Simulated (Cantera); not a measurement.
Mixture: 5.65 % C2H4, 16.9 % O2, 63.8 % N2, 13.6 % H2O, at 440000 Pa, adiabatic and at constant pressure. Ignition delay is the time to a rise of 400 K.

Detailed kinetics in Cantera: GRI-Mech 3.0 (53 species, 325 reactions). GRI-Mech 3.0 was tuned for natural gas; its chemistry of ethylene as a main component is partial and can be far from experiment.

Problem. Predict: delay at 1125 K; delay at 1225 K; delay at 1325 K; delay at 1425 K; delay at 1525 K; delay at 1625 K; delay at 1725 K; apparent activation energy between 1525 and 1725 K.

Solution. 
| Property | Result |
|---|---|
| delay at 1125 K | 3.66 ms |
| delay at 1225 K | 0.419 ms |
| delay at 1325 K | 57.9 µs |
| delay at 1425 K | 15.9 µs |
| delay at 1525 K | 8.11 µs |
| delay at 1625 K | 5.16 µs |
| delay at 1725 K | 3.64 µs |
| apparent activation energy between 1525 and 1725 K | 87 kJ/mol |
